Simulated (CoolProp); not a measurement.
Computed with CoolProp (reference Helmholtz-energy equation of state, Penoncello 2003).

**Question.** For CHF3 (R23), give the phase and the cp (kJ/(kg K)), Prandtl number at -94.85 °C and 1.38 MPa; -91.75 °C and 11.3 MPa; -98.45 °C and 6.59 MPa.

**Answer.** 
- -94.85 °C and 1.38 MPa: liquid; cp 1.22, Prandtl number 3.16
- -91.75 °C and 11.3 MPa: liquid; cp 1.20, Prandtl number 3.18
- -98.45 °C and 6.59 MPa: liquid; cp 1.20, Prandtl number 3.35

Viscosity comes from a separate model (Shan 2000). Thermal conductivity comes from a separate model (Shan 2000).
